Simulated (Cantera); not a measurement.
Source: NASA polynomial tables (part measured, part estimated), evaluated in Cantera. Values are per mole of reaction as written; species without (g) are pure solids or liquids, kept so even where they would boil at 1 bar.

2 H(g) + FeCl2(g) = 2 HCl(g) + Fe

```json
[
 {"T (K)": "1225", "ΔH° (kJ)": "___", "ΔS° (J/K)": "___", "ΔG° (kJ)": "___", "log10 K": "___"},
 {"T (K)": "1275", "ΔH° (kJ)": "___", "ΔS° (J/K)": "___", "ΔG° (kJ)": "___", "log10 K": "___"},
 {"T (K)": "1325", "ΔH° (kJ)": "___", "ΔS° (J/K)": "___", "ΔG° (kJ)": "___", "log10 K": "___"},
 {"T (K)": "1375", "ΔH° (kJ)": "___", "ΔS° (J/K)": "___", "ΔG° (kJ)": "___", "log10 K": "___"},
 {"T (K)": "1425", "ΔH° (kJ)": "-483.0", "ΔS° (J/K)": "-137.5", "ΔG° (kJ)": "-287.0", "log10 K": "10.52"},
 {"T (K)": "1475", "ΔH° (kJ)": "-483.1", "ΔS° (J/K)": "-137.6", "ΔG° (kJ)": "-280.1", "log10 K": "9.92"}
]
```

Q: Some entries are withheld; supply them.

A: 
- 1225, ΔH° (kJ): -482.2
- 1225, ΔS° (J/K): -137.0
- 1225, ΔG° (kJ): -314.4
- 1225, log10 K: 13.41
- 1275, ΔH° (kJ): -482.4
- 1275, ΔS° (J/K): -137.2
- 1275, ΔG° (kJ): -307.6
- 1275, log10 K: 12.60
- 1325, ΔH° (kJ): -482.7
- 1325, ΔS° (J/K): -137.3
- 1325, ΔG° (kJ): -300.7
- 1325, log10 K: 11.85
- 1375, ΔH° (kJ): -482.8
- 1375, ΔS° (J/K): -137.4
- 1375, ΔG° (kJ): -293.8
- 1375, log10 K: 11.16
